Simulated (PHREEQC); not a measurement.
A made-up water analysis in mg/kgw, 25 °C, pH 6.72, pe 12.3: Na 1.77; K 0.98; Ca 10.6; Mg 3.63; Cl 14; S(6) as SO4 5.06; Alkalinity as HCO3 28.7; Br 0.776; Sr 2.52; Pb 3.22.

Valence states are taken as typed.

Equilibrium calculation in PHREEQC: ion-association model, phreeqc.dat.

```
quantity                   before    after
-----------------------  --------  -------
CO2 (mol/kgw)            0.000185  0.00190
PbCO3 (mol/kgw)           8.10e-6  1.64e-6
Pb+2 (mol/kgw)            5.22e-6  1.03e-5
PbHCO3+ (mol/kgw)         1.57e-6  3.19e-6
CaHCO3+ (mol/kgw)         1.27e-6  1.30e-6
MgSO4 (mol/kgw)           1.22e-6  1.22e-6
SI of Pb(OH)2 (Pb(OH)2)     -0.07    -1.77
SI of Cerussite (PbCO3)     +0.80    +0.11
```

Task: Name the change that produced these shifts.
A) Mg from 3.63 to 1.81 mg/kgw
B) pH from 6.72 to 5.72 at the same alkalinity
C) temperature from 25 to 40 °C at the same typed pH

Result: B, pH from 6.72 to 5.72 at the same alkalinity

No solid was allowed to form. Some of these states are supersaturated (in Cerussite, for instance).
